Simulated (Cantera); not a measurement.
Input: 1 mol SiC, 0.1 mol N2O, 49 mol H2, held at 1 atm.

Method: chemical equilibrium by Gibbs-energy minimisation in Cantera with the NASA 1993 tables (ideal gas, pure condensed phases). Candidate condensed phases: C, C6H6, C7H8, C8H18, H2O, Si, SiC, SiO2, Si2N2O, Si3N4; 151 gas species. Mutual solubility and eutectic melting of coexisting phases are not modelled. Gases not in the tables: Si2H6 and higher silanes. Equilibrium is a limit: real reactors are often held back by kinetics, nucleation or transport.

**Question.** Which condensed phases are stable at each of these points (T (K)): 1673, 1748, 1823, 1898, 1973, 2048, 2123, 2198, 2273?

**Answer.** 
```tsv
T (K)	condensed phases	Si condensed (%)
1673	SiC(s) + Si2N2O(s)	98.8
1748	SiC(s) + Si2N2O(s)	95.2
1823	SiC(s)	94.8
1898	SiC(s)	94.7
1973	SiC(s)	94.5
2048	SiC(s)	94.2
2123	SiC(s)	93.6
2198	SiC(s)	92.5
2273	SiC(s)	90.5
```

From 1673 K to 1748 K the condensed part is SiC(s) + Si2N2O(s). From 1823 K to 2273 K the condensed part is SiC(s).
